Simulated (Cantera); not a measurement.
A closed system holds: 1 mol SiH4, a varied amount of Cl2, 8.3 mol H2, at 825 °C and 0.00133 bar.

Cantera equilibrium calculation (NASA polynomials, part measured and part estimated; ideal gas, pure solids and liquids). Candidate condensed phases: Si; 19 gas species. The numbers say what is thermodynamically allowed, not how fast it happens.

At 0.053 mol Cl2, list the 3 most abundant gas species with their mole fractions, and the condensed phases.

H2 0.990, HCl 0.00980, SiCl2 0.000197. Condensed: Si(s).
